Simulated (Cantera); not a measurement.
Fluorocarbon and chlorocarbon gases: CH2F2 + H2

A closed system holds: 1 mol CH2F2, 18 mol H2, at 0.00130 bar.

These are equilibrium values from Cantera (NASA tables, ideal gas, pure condensed phases), not measurements of a reactor. Candidate condensed phases: C, C6H6, C7H8, C8H18; 95 gas species. The numbers say what is thermodynamically allowed, not how fast it happens.

From 2450 °C to 2950 °C nothing is condensed. The main C-bearing gas is C3 at 2450 °C and C at 2950 °C.

```
T (°C)    x H    x H2    x HF       x F      x C      x C3  x C2H2 (acetylene)
------  -----  ------  ------  --------  -------  --------  ------------------
2450    0.739   0.185  0.0612  0.000870  0.00183   0.00581             0.00350
2500    0.783   0.144  0.0584   0.00126  0.00264   0.00603             0.00217
2550    0.818   0.111  0.0560   0.00182  0.00370   0.00594             0.00129
2600    0.846  0.0842  0.0536   0.00262  0.00506   0.00560            0.000748
2650    0.867  0.0636  0.0512   0.00374  0.00673   0.00507            0.000422
2700    0.882  0.0480  0.0487   0.00527  0.00873   0.00438            0.000232
2750    0.894  0.0362  0.0458   0.00730   0.0110   0.00360            0.000124
2800    0.902  0.0274  0.0425   0.00987   0.0135   0.00278             6.45e-5
2850    0.907  0.0208  0.0388    0.0130   0.0160   0.00199             3.23e-5
2900    0.911  0.0158  0.0346    0.0166   0.0183   0.00132             1.55e-5
2950    0.915  0.0122  0.0302    0.0205   0.0201  0.000807             7.12e-6
```
x: gas mole fraction; nothing condenses.
